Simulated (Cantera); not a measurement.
A freely propagating, adiabatic, planar premixed flame of 33.5 % H₂, 14.0 % O₂, 52.6 % N₂, equivalence ratio 1.2, unburnt at 450 K and 0.132 atm; unity-Lewis-number transport, grid criteria slope 0.08 and curve 0.16, no radiation.

Computed with Cantera and the H2/O2 subset of GRI-Mech 3.0, which has no nitrogen chemistry. Unity Lewis numbers drop preferential diffusion, which matters most where H2 and H carry the flame. Burning velocities carry a grid error of a few per cent, more on coarse grids.

x: mole fraction of selected species; z is measured from the peak of heat release.

```json
[
 {"z (mm)": "-13.3", "T (K)": "450", "u (m/s)": "2.47", "x H₂": "0.335", "x O₂": "0.140", "x H₂O": "<1e-8", "x HO₂": "<1e-8", "x H₂O₂": "<1e-8", "x O": "<1e-8"},
 {"z (mm)": "-8.84", "T (K)": "450", "u (m/s)": "2.47", "x H₂": "0.335", "x O₂": "0.140", "x H₂O": "2.37e-8", "x HO₂": "<1e-8", "x H₂O₂": "<1e-8", "x O": "<1e-8"},
 {"z (mm)": "-6.63", "T (K)": "450", "u (m/s)": "2.47", "x H₂": "0.335", "x O₂": "0.140", "x H₂O": "3.58e-7", "x HO₂": "[?]", "x H₂O₂": "<1e-8", "x O": "<1e-8"},
 {"z (mm)": "-4.42", "T (K)": "450", "u (m/s)": "2.47", "x H₂": "0.335", "x O₂": "0.140", "x H₂O": "1.10e-5", "x HO₂": "[?]", "x H₂O₂": "1.50e-8", "x O": "<1e-8"},
 {"z (mm)": "-2.21", "T (K)": "465", "u (m/s)": "2.55", "x H₂": "0.333", "x O₂": "0.139", "x H₂O": "0.00190", "x HO₂": "4.78e-5", "x H₂O₂": "1.67e-6", "x O": "3.99e-6"},
 {"z (mm)": "-1.10", "T (K)": "659", "u (m/s)": "3.57", "x H₂": "0.306", "x O₂": "0.126", "x H₂O": "0.0306", "x HO₂": "4.48e-5", "x H₂O₂": "2.13e-6", "x O": "0.000223"},
 {"z (mm)": "0", "T (K)": "1110", "u (m/s)": "5.86", "x H₂": "0.157", "x O₂": "0.0635", "x H₂O": "0.155", "x HO₂": "[?]", "x H₂O₂": "4.93e-7", "x O": "0.00575"},
 {"z (mm)": "1.10", "T (K)": "1369", "u (m/s)": "7.11", "x H₂": "0.0697", "x O₂": "0.0240", "x H₂O": "0.229", "x HO₂": "[?]", "x H₂O₂": "6.58e-7", "x O": "0.0111"},
 {"z (mm)": "2.21", "T (K)": "1489", "u (m/s)": "7.66", "x H₂": "0.0670", "x O₂": "0.0193", "x H₂O": "0.239", "x HO₂": "[?]", "x H₂O₂": "5.46e-7", "x O": "0.0113"},
 {"z (mm)": "4.42", "T (K)": "1631", "u (m/s)": "8.30", "x H₂": "0.0706", "x O₂": "0.0166", "x H₂O": "0.246", "x HO₂": "[?]", "x H₂O₂": "3.39e-7", "x O": "0.0104"},
 {"z (mm)": "8.84", "T (K)": "1786", "u (m/s)": "8.97", "x H₂": "0.0732", "x O₂": "0.0137", "x H₂O": "0.255", "x HO₂": "[?]", "x H₂O₂": "1.77e-7", "x O": "0.00880"},
 {"z (mm)": "17.7", "T (K)": "1943", "u (m/s)": "9.64", "x H₂": "0.0739", "x O₂": "0.0106", "x H₂O": "0.267", "x HO₂": "[?]", "x H₂O₂": "9.07e-8", "x O": "0.00674"},
 {"z (mm)": "35.3", "T (K)": "2092", "u (m/s)": "10.2", "x H₂": "0.0730", "x O₂": "0.00754", "x H₂O": "0.279", "x HO₂": "[?]", "x H₂O₂": "5.09e-8", "x O": "0.00462"}
]
```

### Question
What belongs in the gaps?

### Answer

- -6.63, x HO₂: 1.35e-8
- -4.42, x HO₂: 4.07e-7
- 0, x HO₂: 1.21e-5
- 1.10, x HO₂: 3.75e-6
- 2.21, x HO₂: 2.60e-6
- 4.42, x HO₂: 1.90e-6
- 8.84, x HO₂: 1.35e-6
- 17.7, x HO₂: 9.34e-7
- 35.3, x HO₂: 6.57e-7
